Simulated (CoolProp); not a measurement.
Ethanol along the isotherm 620 K: density (kg/m³) from the reference equation and from simpler models built on Tc = 514.7 K, pc = 62.68 bar, ω = 0.644; each cubic takes its own stable root.

Values from CoolProp's reference Helmholtz-energy equation of state, Schroeder 2014.

| p (bar) | phase | reference | ideal gas | Redlich-Kwong | Soave-Redlich-Kwong |
|---|---|---|---|---|---|
| 0.496 | gas | 0.4437 | 0.4433 | 0.4440 | 0.4438 |
| 0.727 | gas | 0.6506 | 0.6497 | 0.6512 | 0.6508 |
| 1.07 | gas | 0.9582 | 0.9562 | 0.9595 | 0.9586 |
| 1.57 | gas | 1.407 | 1.403 | 1.410 | 1.408 |
| 2.3 | gas | 2.065 | 2.055 | 2.070 | 2.067 |
| 3.38 | gas | 3.041 | 3.021 | 3.053 | 3.045 |
| 4.96 | gas | 4.476 | 4.433 | 4.503 | 4.485 |
| 7.27 | gas | 6.590 | 6.497 | 6.650 | 6.609 |
| 10.7 | gas | 9.767 | 9.562 | 9.899 | 9.808 |
| 15.7 | gas | 14.48 | 14.03 | 14.77 | 14.57 |
| 23 | gas | 21.54 | 20.55 | 22.20 | 21.72 |
| 33.8 | gas | 32.42 | 30.21 | 33.95 | 32.79 |
| 49.6 | gas | 49.40 | 44.33 | 53.09 | 50.08 |
| 72.7 | supercritical | 77.15 | 64.97 | 86.38 | 77.82 |
| 107 | supercritical | 127.8 | 95.62 | 150.6 | 123.9 |
| 157 | supercritical | 227.7 | 140.3 | 248.0 | 193.3 |
